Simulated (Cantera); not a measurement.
# Equilibrium for tantalum, niobium, vanadium and zirconium in process gases: Ta + CO2 + H2

Feed: 1 mol Ta, 2.5 mol CO2, 46 mol H2, equilibrated at 240000 Pa.

Equilibrium computed with Cantera from the NASA thermochemical tables; the gas is ideal and each condensed phase is pure. Candidate condensed phases: C, C6H6, C7H8, C8H18, H2O, Ta, TaC, Ta2O5; 113 gas species. Mutual solubility and eutectic melting of coexisting phases are not modelled. TaC: taken at fixed stoichiometry. Condensed phases not in the tables: Ta2C, N, O or C dissolved in the metal. Equilibrium is a limit: real reactors are often held back by kinetics, nucleation or transport.

```json
[
 {"T (K)": "1298", "log p H2": "0.36", "log p CO": "-0.94", "log p H": "-5.79", "log p H2O": "-2.01", "log p CH4": "-2.00", "log p TaO2": "<-11", "log p CO2": "-3.55", "n Ta2O5(s)": "0.500", "n TaC(s)": "0", "n Ta2O5(l)": "0", "n Ta(s)": "0"},
 {"T (K)": "1448", "log p H2": "0.36", "log p CO": "-0.92", "log p H": "-4.86", "log p H2O": "-2.21", "log p CH4": "-2.71", "log p TaO2": "<-11", "log p CO2": "-3.86", "n Ta2O5(s)": "0.488", "n TaC(s)": "0.0250", "n Ta2O5(l)": "0", "n Ta(s)": "0"},
 {"T (K)": "1598", "log p H2": "0.36", "log p CO": "-0.92", "log p H": "-4.10", "log p H2O": "-2.11", "log p CH4": "-3.57", "log p TaO2": "-10.43", "log p CO2": "-3.86", "n Ta2O5(s)": "0.478", "n TaC(s)": "0.0435", "n Ta2O5(l)": "0", "n Ta(s)": "0"},
 {"T (K)": "1748", "log p H2": "0.36", "log p CO": "-0.92", "log p H": "-3.46", "log p H2O": "-2.04", "log p CH4": "-4.28", "log p TaO2": "-8.62", "log p CO2": "-3.87", "n Ta2O5(s)": "0.473", "n TaC(s)": "0.0533", "n Ta2O5(l)": "0", "n Ta(s)": "0"},
 {"T (K)": "1898", "log p H2": "0.36", "log p CO": "-0.92", "log p H": "-2.93", "log p H2O": "-1.98", "log p CH4": "-4.87", "log p TaO2": "-7.10", "log p CO2": "-3.87", "n Ta2O5(s)": "0.469", "n TaC(s)": "0.0617", "n Ta2O5(l)": "0", "n Ta(s)": "0"},
 {"T (K)": "2048", "log p H2": "0.35", "log p CO": "-0.92", "log p H": "-2.47", "log p H2O": "-1.92", "log p CH4": "-5.37", "log p TaO2": "-5.81", "log p CO2": "-3.88", "n Ta2O5(s)": "0.465", "n TaC(s)": "0.0695", "n Ta2O5(l)": "0", "n Ta(s)": "0"},
 {"T (K)": "2198", "log p H2": "0.35", "log p CO": "-0.92", "log p H": "-2.08", "log p H2O": "-1.91", "log p CH4": "-5.77", "log p TaO2": "-4.79", "log p CO2": "-3.91", "n Ta2O5(s)": "0", "n TaC(s)": "0.0718", "n Ta2O5(l)": "0.464", "n Ta(s)": "0"},
 {"T (K)": "2348", "log p H2": "0.35", "log p CO": "-0.92", "log p H": "-1.73", "log p H2O": "-1.90", "log p CH4": "-6.11", "log p TaO2": "-3.92", "log p CO2": "-3.94", "n Ta2O5(s)": "0", "n TaC(s)": "0.0727", "n Ta2O5(l)": "0.462", "n Ta(s)": "0"},
 {"T (K)": "2498", "log p H2": "0.35", "log p CO": "-0.91", "log p H": "-1.43", "log p H2O": "-1.76", "log p CH4": "-6.55", "log p TaO2": "-3.23", "log p CO2": "-3.81", "n Ta2O5(s)": "0", "n TaC(s)": "0", "n Ta2O5(l)": "0.423", "n Ta(s)": "0.139"}
]
```
log p: log10 of the partial pressure in bar; n: condensed amount in mol.

At 1298 K the condensed part is Ta2O5(s). From 1448 K to 2048 K the condensed part is TaC(s) + Ta2O5(s). From 2198 K to 2348 K the condensed part is TaC(s) + Ta2O5(l). At 2498 K the condensed part is Ta(s) + Ta2O5(l).
